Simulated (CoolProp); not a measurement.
A simple Rankine cycle with ethanol: condensing at 325.15 K, boiler at 2.4 MPa, turbine inlet 464.2 K, turbine efficiency 0.7, pump efficiency 0.7, no recuperator. Each further row changes one setting.

Model: reference Helmholtz-energy equation of state, Schroeder 2014, in CoolProp.

```json
[
 {"case": "as stated", "thermal efficiency (%)": "…", "net work (kJ/kg)": "173", "heat in (kJ/kg)": "1030", "turbine exit temperature (K)": "325.1", "volume ratio over the turbine": "65.3"},
 {"case": "turbine inlet 484.2 K", "thermal efficiency (%)": "17.1", "net work (kJ/kg)": "186", "heat in (kJ/kg)": "1090", "turbine exit temperature (K)": "…", "volume ratio over the turbine": "62.2"},
 {"case": "condensing temperature 317.15 K", "thermal efficiency (%)": "…", "net work (kJ/kg)": "186", "heat in (kJ/kg)": "…", "turbine exit temperature (K)": "317.2", "volume ratio over the turbine": "94.1"},
 {"case": "boiler pressure 1.68 MPa", "thermal efficiency (%)": "15.9", "net work (kJ/kg)": "170", "heat in (kJ/kg)": "…", "turbine exit temperature (K)": "331.3", "volume ratio over the turbine": "43.2"},
 {"case": "turbine efficiency 0.6", "thermal efficiency (%)": "14.3", "net work (kJ/kg)": "…", "heat in (kJ/kg)": "1030", "turbine exit temperature (K)": "325.1", "volume ratio over the turbine": "67.2"}
]
```

Some entries are withheld; supply them.


- as stated, thermal efficiency (%): 16.8
- turbine inlet 484.2 K, turbine exit temperature (K): 335.5
- condensing temperature 317.15 K, thermal efficiency (%): 17.7
- condensing temperature 317.15 K, heat in (kJ/kg): 1050
- boiler pressure 1.68 MPa, heat in (kJ/kg): 1070
- turbine efficiency 0.6, net work (kJ/kg): 147

The expansion ends wet for: as stated; condensing temperature 317.15 K; turbine efficiency 0.6.
